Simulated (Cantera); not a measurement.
Input (Python, Cantera):

```python
import numpy as np
import cantera as ct

gas = ct.Solution("gri30.yaml")
gas.TPX = 1798, 1800000, {'CH4': 1, 'C2H6': 0.073, 'O2': 2.05, 'N2': 7.71, 'H2O': 1.6}
reactor = ct.IdealGasConstPressureReactor(gas, energy="on", clone=False)
net = ct.ReactorNet([reactor])
net.rtol, net.atol = 1e-08, 1e-16
show = ['CH4', 'C2H6', 'O2', 'C2H2', 'O', 'HO2']
times = np.geomspace(9e-06, 0.8, 12)

steps = ct.SolutionArray(gas, extra=["t"])
rows = []
print(f"{'t/s':>10s}{'T/K':>9s}{'P/Pa':>11s}" + "".join(f"{s:>11s}" for s in show))
for t in times:
    while net.time < t:
        t_next = net.step()
        steps.append(gas.state, t=t_next)
    rows.append([np.interp(t, steps.t, y) for y in (steps.T, steps.P, *steps(*show).X.T)])
    print(f"{t:10.3e}{rows[-1][0]:9.1f}{rows[-1][1]:11.4g}" + "".join(f"{x:11.3e}" for x in rows[-1][2:]))
rate = np.gradient(steps.T, steps.t)
print("integrator steps:", len(steps.t))
if steps.T.max() > steps.T[0] + 200:
    print(f"time of steepest temperature rise: {steps.t[rate.argmax()]:.4e} s")
gas.TPX = 1798, 1800000, {'CH4': 1, 'C2H6': 0.073, 'O2': 2.05, 'N2': 7.71, 'H2O': 1.6}
gas.equilibrate("HP")
print(f"equilibrium (HP): T = {gas.T:.1f} K  " + "  ".join(f"{s} {gas[s].X[0]:.3e}" for s in show))
```

Result:

```
       t/s      T/K       P/Pa        CH4       C2H6         O2       C2H2          O        HO2
 9.000e-06   2929.1    1.8e+06  3.830e-13  4.127e-25  1.120e-02  3.863e-16  2.672e-03  1.501e-05
 2.536e-05   2957.8    1.8e+06  4.145e-13  3.964e-25  9.486e-03  4.171e-16  2.257e-03  1.270e-05
 7.146e-05   2951.3    1.8e+06  4.484e-13  4.539e-25  8.756e-03  4.461e-16  2.119e-03  1.181e-05
 2.013e-04   2943.9    1.8e+06  4.897e-13  5.283e-25  7.985e-03  4.807e-16  1.972e-03  1.087e-05
 5.673e-04   2942.5    1.8e+06  4.982e-13  5.443e-25  7.840e-03  4.877e-16  1.944e-03  1.069e-05
 1.599e-03   2942.5    1.8e+06  4.982e-13  5.444e-25  7.840e-03  4.878e-16  1.944e-03  1.069e-05
 4.504e-03   2942.5    1.8e+06  4.982e-13  5.444e-25  7.840e-03  4.878e-16  1.944e-03  1.069e-05
 1.269e-02   2942.5    1.8e+06  4.982e-13  5.444e-25  7.840e-03  4.878e-16  1.944e-03  1.069e-05
 3.576e-02   2942.5    1.8e+06  4.982e-13  5.444e-25  7.840e-03  4.878e-16  1.944e-03  1.069e-05
 1.008e-01   2942.5    1.8e+06  4.982e-13  5.444e-25  7.840e-03  4.878e-16  1.944e-03  1.069e-05
 2.839e-01   2942.5    1.8e+06  4.982e-13  5.444e-25  7.840e-03  4.878e-16  1.944e-03  1.069e-05
 8.000e-01   2942.5    1.8e+06  4.982e-13  5.444e-25  7.840e-03  4.878e-16  1.944e-03  1.069e-05
integrator steps: 1667
time of steepest temperature rise: 6.3505e-06 s
equilibrium (HP): T = 2942.5 K  CH4 6.029e-13  C2H6 7.466e-25  O2 7.840e-03  C2H2 5.236e-16  O 1.944e-03  HO2 1.069e-05
```

Detailed kinetics in Cantera: GRI-Mech 3.0 (53 species, 325 reactions). The pressure lies above the range GRI-Mech 3.0 was tuned for (to about 10 atm).
